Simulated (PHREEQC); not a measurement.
Solution (25 °C): 0.99 mmol/kgw Cu(BF4)2 and 0.94 mmol/kgw HCl. Closed to the air; pH follows from the charge balance.

Equilibrium calculation in PHREEQC: ion-association model, wateq4f.dat.

Precipitation was switched off in this run.

Question: Estimate the pH, ionic strength.

Answer: pH 2.88; ionic strength 0.00434 mol/kgw.

Question: In which forms is F present?

Answer: BF4- 45 %, HF 30 %, F- 17 %, BF3OH- 5.2 %, BF2(OH)2- 2.0 % of the F.

Real BF4- forms and hydrolyses slowly; the run takes it at equilibrium.
